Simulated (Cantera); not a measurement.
Input: 1 mol CH₃SiH₃, 440 mol H₂, 0.011 mol C₂H₄, at 1.33 mbar.

Cantera equilibrium calculation (NASA polynomials, part measured and part estimated; ideal gas, pure solids and liquids). Candidate condensed phases: C, C₆H₆, C₇H₈, C₈H₁₈, Si, SiC; 87 gas species. The feed counts by its element totals alone. Rates play no part. All values below are at 1223 K.

Base state: H₂ 1.000, CH₄ 1.78e-5 (mole fractions); condensed: C(graphite) + SiC(s).

What changes in the equilibrium state with this change: CH₃SiH₃ replaced by SiH₄?


```json
[
 {"species": "H₂", "before": "1.000", "after": "1.000"},
 {"species": "CH₄", "before": "1.78e-5", "after": "3.44e-8"},
 {"species": "C(graphite), mol", "before": "0.0140", "after": "0"},
 {"species": "SiC(s), mol", "before": "1.00", "after": "0.0220"},
 {"species": "Si(s), mol", "before": "0", "after": "0.978"}
]
```
Mutual solubility and eutectic melting of coexisting phases are not modelled.
